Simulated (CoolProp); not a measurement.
Vapour-liquid equilibrium of CHF3 (R23) (1) + R143a (2) at 254.9 K; x and y are mole fractions of (1).

Values from CoolProp's multi-fluid Helmholtz-energy mixture model, Penoncello 2003 and Lemmon and Jacobsen 2000; pair parameters Bell 2016.

### Question
Give the bubble pressure and the first vapour's composition at x = 0.35, 0.5, 0.65. Is there an azeotrope?

### Answer
x = 0.35: 0.6963 MPa, y = 0.655; x = 0.5: 0.8716 MPa, y = 0.777; x = 0.65: 1.048 MPa, y = 0.862. No azeotrope shows between x = 0.05 and 0.95.

Pair parameters are fitted to limited data, so mixtures are less certain than the pure fluids.
